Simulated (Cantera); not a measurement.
Cantera run:

```python
import numpy as np
import cantera as ct

gas_names = """
    B BCL BCL2 BCL3 BO BOCL BO2 B2 B2O B2O2 B2O3 B3O3CL3 CL CLO CL2 O O2 O3 Si SiCL SiCL2 SiCL3 SiCL4
    SiO SiO2 Si2 Si3
""".split()
cond_names = """
    B(b) B(L) B2O3(L) Si(cr) Si(L) SiO2(Lqz) SiO2(hqz) SiO2(L)
""".split()


# ... load() reads the species with a 1 bar reference pressure and builds the phases ...
atoms = {
    'B2O3': {'B': 2, 'O': 3},
    'SiCl4': {'Si': 1, 'CL': 4},
    'O2': {'O': 2},
}
top_T = {}  # K; cautious upper limits of use, not melting points


# ... equilibrate(T, P, feed) seeds the gas with the atoms and calls Mixture.equilibrate('TP', solver="vcs", rtol=1e-11, max_steps=5000) ...
results = []
T = 1150  # K
P = 1000  # Pa
for m in [2.3, 4.1, 5.9, 7.7, 9.5, 11, 13]:
    feed = {'B2O3': 1, 'SiCl4': 4.7, 'O2': m}  # mol
    mix = equilibrate(T, P, feed)
    results.append((T, P, feed, dict(zip(mix.species_names, mix.species_moles))))

top = {s: max(r[3][s] / sum(r[3][g] for g in gas_names) for r in results) for s in gas_names}
cols = sorted((s for s in top if top[s] > 0.001), key=lambda s: -top[s])[:5]
seen = [c for c in cond_names if any(r[3].get(c, 0) > 1e-12 for r in results)]
print("log10 of partial pressures in bar; condensed amounts in mol")
print(f"{'n(O2)':>10s}" + "".join(f"{s[:9]:>10s}" for s in cols + seen))
for T, P, feed, n in results:
    ng = sum(n[g] for g in gas_names)
    print(f"{feed['O2']:10.4g}" + "".join(f"{np.log10(max(n[s] / ng * P / 1e5, 1e-99)):10.3f}" for s in cols)
          + "".join(f"{n.get(c, 0):10.4g}" for c in seen))
```

It prints:

```
log10 of partial pressures in bar; condensed amounts in mol
     n(O2)       CL2        O2      BCL3     SiCL4        CL   B2O3(L) SiO2(hqz)
       2.3    -2.222   -10.327    -2.646    -2.856    -3.673         0     3.651
       4.1    -2.051    -8.786    -3.219    -4.056    -3.587    0.5088      4.62
       5.9    -2.064    -2.952    -7.614    -9.916    -3.594         1       4.7
       7.7    -2.132    -2.621    -7.964   -10.383    -3.628         1       4.7
       9.5    -2.191    -2.476    -8.162   -10.647    -3.658         1       4.7
        11    -2.235    -2.401    -8.283   -10.809    -3.679         1       4.7
        13    -2.287    -2.333    -8.413   -10.981    -3.706         1       4.7
```

Cantera equilibrium calculation (NASA polynomials, part measured and part estimated; ideal gas, pure solids and liquids). Mutual solubility and eutectic melting of coexisting phases are not modelled. The tables' values for BOCl are old estimates; treat these amounts as uncertain. The tables hold silica as quartz up to 1696 K and as liquid above; real silica turns to tridymite and cristobalite and melts near 1996 K. Condensed phases not in the tables: borates and borosilicate glass, alloys, solid solutions and most ternary compounds.
